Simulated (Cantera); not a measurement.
Cantera run:

```python
import numpy as np
import cantera as ct

gas_names = """
    CL CLF CLF3 CL2 F F2 H HCL HF H2 H2F2 H3F3 H4F4 H5F5 H6F6 H7F7 Si SiCL SiCL2 SiCL3 SiCL4 SiF SiF2
    SiF3 SiF4 SiH SiHCL3 SiHF3 SiH2 SiH2CL2 SiH2F2 SiH3 SiH3CL SiH3F SiH4 Si2 Si3
""".split()
cond_names = """
    Si(cr) Si(L)
""".split()


# ... load() reads the species with a 1 bar reference pressure and builds the phases ...
atoms = {
    'Si': {'Si': 1},
    'Cl2': {'CL': 2},
    'HF': {'H': 1, 'F': 1},
}
top_T = {}  # K; cautious upper limits of use, not melting points


# ... equilibrate(T, P, feed) seeds the gas with the atoms and calls Mixture.equilibrate('TP', solver="vcs", rtol=1e-11, max_steps=5000) ...
results = []
feed = {'Si': 1, 'Cl2': 0.99, 'HF': 1.7}  # mol
P = 70000  # Pa
for T in [625, 675, 725, 775, 825, 875, 925, 975, 1025, 1075, 1125]:
    mix = equilibrate(T, P, feed)
    results.append((T, P, feed, dict(zip(mix.species_names, mix.species_moles))))
    x = sorted(zip(gas.X, gas.species_names), reverse=True)
    print(f"T = {T:g} K  P = {P:g} Pa  gas = {mix.phase_moles(0):.4g} mol")
    print("   x: " + "  ".join(f"{s} {v:.3e}" for v, s in x if v > 1e-06))
    print("   condensed (mol): " + ("  ".join(f"{mix.phase(i).name} {mix.phase_moles(i):.4g}"
          for i in range(1, mix.n_phases) if mix.phase_moles(i) > 1e-12) or "none"))
```

Output:

```
T = 625 K  P = 70000 Pa  gas = 1.73 mol
   x: H2 4.446e-01  SiF4 2.363e-01  SiCL4 2.273e-01  SiHCL3 7.760e-02  SiHF3 1.231e-02  SiH2CL2 1.433e-03  SiH2F2 4.499e-04  HCL 6.294e-05  SiH3CL 5.303e-06  SiH3F 2.719e-06  SiCL3 1.045e-06
   condensed (mol): Si(cr) 0.03951
T = 675 K  P = 70000 Pa  gas = 1.73 mol
   x: H2 4.445e-01  SiF4 2.352e-01  SiCL4 2.285e-01  SiHCL3 7.586e-02  SiHF3 1.370e-02  SiH2CL2 1.560e-03  SiH2F2 5.294e-04  HCL 1.756e-04  SiH3CL 6.736e-06  SiCL3 4.728e-06  SiH3F 3.611e-06
   condensed (mol): Si(cr) 0.03953
T = 725 K  P = 70000 Pa  gas = 1.73 mol
   x: H2 4.443e-01  SiF4 2.342e-01  SiCL4 2.296e-01  SiHCL3 7.420e-02  SiHF3 1.499e-02  SiH2CL2 1.670e-03  SiH2F2 6.060e-04  HCL 4.241e-04  SiCL3 1.733e-05  SiH3CL 8.221e-06  SiH3F 4.579e-06
   condensed (mol): Si(cr) 0.03963
T = 775 K  P = 70000 Pa  gas = 1.73 mol
   x: H2 4.440e-01  SiF4 2.332e-01  SiCL4 2.305e-01  SiHCL3 7.263e-02  SiHF3 1.616e-02  SiH2CL2 1.765e-03  HCL 9.119e-04  SiH2F2 6.790e-04  SiCL3 5.359e-05  SiH3CL 9.728e-06  SiH3F 5.602e-06  SiF3 3.002e-06  SiCL2 1.769e-06
   condensed (mol): Si(cr) 0.03983
T = 825 K  P = 70000 Pa  gas = 1.73 mol
   x: H2 4.435e-01  SiF4 2.323e-01  SiCL4 2.312e-01  SiHCL3 7.114e-02  SiHF3 1.724e-02  SiH2CL2 1.847e-03  HCL 1.783e-03  SiH2F2 7.478e-04  SiCL3 1.442e-04  SiH3CL 1.123e-05  SiF3 9.670e-06  SiCL2 7.933e-06  SiH3F 6.657e-06
   condensed (mol): Si(cr) 0.0402
T = 875 K  P = 70000 Pa  gas = 1.731 mol
   x: H2 4.427e-01  SiCL4 2.316e-01  SiF4 2.314e-01  SiHCL3 6.968e-02  SiHF3 1.822e-02  HCL 3.220e-03  SiH2CL2 1.917e-03  SiH2F2 8.121e-04  SiCL3 3.457e-04  SiCL2 2.985e-05  SiF3 2.720e-05  SiH3CL 1.269e-05  SiH3F 7.725e-06  HF 1.161e-06
   condensed (mol): Si(cr) 0.04077
T = 925 K  P = 70000 Pa  gas = 1.732 mol
   x: H2 4.414e-01  SiCL4 2.316e-01  SiF4 2.305e-01  SiHCL3 6.823e-02  SiHF3 1.911e-02  HCL 5.443e-03  SiH2CL2 1.974e-03  SiH2F2 8.715e-04  SiCL3 7.519e-04  SiCL2 9.691e-05  SiF3 6.831e-05  SiH3CL 1.410e-05  SiH3F 8.786e-06  HF 3.037e-06
   condensed (mol): Si(cr) 0.0416
T = 975 K  P = 70000 Pa  gas = 1.735 mol
   x: H2 4.394e-01  SiCL4 2.309e-01  SiF4 2.295e-01  SiHCL3 6.671e-02  SiHF3 1.991e-02  HCL 8.694e-03  SiH2CL2 2.018e-03  SiCL3 1.505e-03  SiH2F2 9.257e-04  SiCL2 2.777e-04  SiF3 1.558e-04  SiH3CL 1.543e-05  SiH3F 9.822e-06  HF 7.183e-06
   condensed (mol): Si(cr) 0.04266
T = 1025 K  P = 70000 Pa  gas = 1.738 mol
   x: H2 4.366e-01  SiCL4 2.292e-01  SiF4 2.284e-01  SiHCL3 6.506e-02  SiHF3 2.060e-02  HCL 1.322e-02  SiCL3 2.801e-03  SiH2CL2 2.049e-03  SiH2F2 9.739e-04  SiCL2 7.145e-04  SiF3 3.271e-04  SiH3CL 1.664e-05  HF 1.558e-05  SiH3F 1.081e-05
   condensed (mol): Si(cr) 0.04389
T = 1075 K  P = 70000 Pa  gas = 1.743 mol
   x: H2 4.328e-01  SiF4 2.270e-01  SiCL4 2.263e-01  SiHCL3 6.318e-02  SiHF3 2.119e-02  HCL 1.926e-02  SiCL3 4.892e-03  SiH2CL2 2.063e-03  SiCL2 1.674e-03  SiH2F2 1.015e-03  SiF3 6.397e-04  HF 3.135e-05  SiH3CL 1.770e-05  SiH3F 1.173e-05  SiF2 2.898e-06
   condensed (mol): Si(cr) 0.04505
T = 1125 K  P = 70000 Pa  gas = 1.75 mol
   x: H2 4.277e-01  SiF4 2.252e-01  SiCL4 2.215e-01  SiHCL3 6.094e-02  HCL 2.700e-02  SiHF3 2.166e-02  SiCL3 8.063e-03  SiCL2 3.612e-03  SiH2CL2 2.057e-03  SiF3 1.175e-03  SiH2F2 1.049e-03  HF 5.908e-05  SiH3CL 1.857e-05  SiH3F 1.255e-05  SiF2 8.379e-06
   condensed (mol): Si(cr) 0.04573
```

These are equilibrium values from Cantera (NASA tables, ideal gas, pure condensed phases), not measurements of a reactor. The tables' values for SiCl3, SiF3 are old estimates; treat these amounts as uncertain.
